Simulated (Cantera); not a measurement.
**Stirred combustor or abatement burner**

A perfectly stirred reactor is fed with 39.3 % H2, 12.8 % O2, 48.0 % N2, at 4.93 atm; it is adiabatic with a 700 K inlet, and is followed from long to short residence time, starting on the burning branch (τ in s: 0.03, 0.013, 0.0053, 0.0023, 0.00095, 0.0004, 0.00017, 7.2e-05, 3e-05, 1.3e-05, 5.4e-06).

Computed with Cantera and the H2/O2 subset of GRI-Mech 3.0, which has no nitrogen chemistry. The hydrogen kinetics of GRI-Mech 3.0 are dated; newer H2 mechanisms differ, most at raised pressure.

| τ (s) | T (K) | x H2 | x O2 | x H | x O | x OH | x H2O | x H2O2 |
|---|---|---|---|---|---|---|---|---|
| 0.030 | 2533 | 0.155 | 4.48e-5 | 0.00538 | 4.87e-5 | 0.00215 | 0.289 | 3.16e-8 |
| 0.013 | 2531 | 0.155 | 5.74e-5 | 0.00560 | 5.28e-5 | 0.00223 | 0.289 | 3.50e-8 |
| 0.0053 | 2527 | 0.155 | 8.69e-5 | 0.00614 | 6.33e-5 | 0.00243 | 0.289 | 4.34e-8 |
| 0.0023 | 2517 | 0.155 | 0.000143 | 0.00717 | 8.60e-5 | 0.00281 | 0.288 | 6.01e-8 |
| 0.00095 | 2499 | 0.154 | 0.000256 | 0.00920 | 0.000140 | 0.00353 | 0.286 | 9.53e-8 |
| 0.00040 | 2469 | 0.153 | 0.000461 | 0.0125 | 0.000256 | 0.00465 | 0.284 | 1.56e-7 |
| 0.00017 | 2422 | 0.152 | 0.000832 | 0.0176 | 0.000488 | 0.00616 | 0.280 | 2.48e-7 |
| 7.2e-5 | 2354 | 0.150 | 0.00150 | 0.0249 | 0.000925 | 0.00797 | 0.275 | 3.76e-7 |
| 3.0e-5 | 2257 | 0.148 | 0.00271 | 0.0350 | 0.00168 | 0.00978 | 0.268 | 5.67e-7 |
| 1.3e-5 | 2136 | 0.146 | 0.00473 | 0.0472 | 0.00274 | 0.0110 | 0.259 | 8.71e-7 |
| 5.4e-6 | 1980 | 0.146 | 0.00860 | 0.0613 | 0.00406 | 0.0110 | 0.246 | 1.48e-6 |
x: mole fraction; the columns are a selection and need not sum to one.
